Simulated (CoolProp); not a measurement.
Vapour-liquid equilibrium of benzene (1) + p-xylene (2) at 957 kPa; x and y are mole fractions of (1).

Values from CoolProp's multi-fluid Helmholtz-energy mixture model, Thol 2012 and Zhou 2012; pair parameters Bell 2016.

```csv
x,bubble temperature (K),y at the bubble point,dew temperature at overall composition x (K),liquid density (mol/L)
0.05,516.1,0.105,___,6.020
0.2,502.0,___,511.4,6.431
0.35,489.1,0.579,___,6.853
0.5,477.7,0.729,494.4,7.287
0.65,467.8,0.839,___,___
0.8,___,___,471.5,8.208
0.95,___,0.983,455.7,8.709
```

Problem. Complete the blanks.

Solution. 
- 0.05, dew temperature at overall composition x (K): 518.7
- 0.2, y at the bubble point: 0.375
- 0.35, dew temperature at overall composition x (K): 503.4
- 0.65, dew temperature at overall composition x (K): 484.0
- 0.65, liquid density (mol/L): 7.737
- 0.8, bubble temperature (K): 459.1
- 0.8, y at the bubble point: 0.921
- 0.95, bubble temperature (K): 451.5

No azeotrope shows between x = 0.05 and 0.95.

Pair parameters are fitted to limited data, so mixtures are less certain than the pure fluids.
